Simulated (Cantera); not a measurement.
# Equilibrium for silicon epitaxy and polysilicon growth: SiH2Cl2 + HCl + N2

Feed: 1 mol SiH2Cl2, 2.6 mol HCl, 27 mol N2, equilibrated at 1548 K and 0.0190 bar.

Cantera equilibrium calculation (NASA polynomials, part measured and part estimated; ideal gas, pure solids and liquids). Candidate condensed phases: NH4Cl, Si, Si3N4; 28 gas species. The tables' values for SiCl3 are old estimates; treat these amounts as uncertain. Equilibrium is a limit: real reactors are often held back by kinetics, nucleation or transport.

```yaml
x(N2): 0.856
x(HCl): 0.0816
x(H2): 0.0322
x(SiCl2): 0.0258
x(SiCl3): 0.00298
x(SiCl4): 0.000965
x(Cl): 8.10e-5
x(SiHCl3): 4.66e-5
x(H): 4.01e-5
n(Si3N4(s)): 0.0210 mol
gas_amount: 31.48 mol
log10 activity of Si(s) (absent): -1.43
```
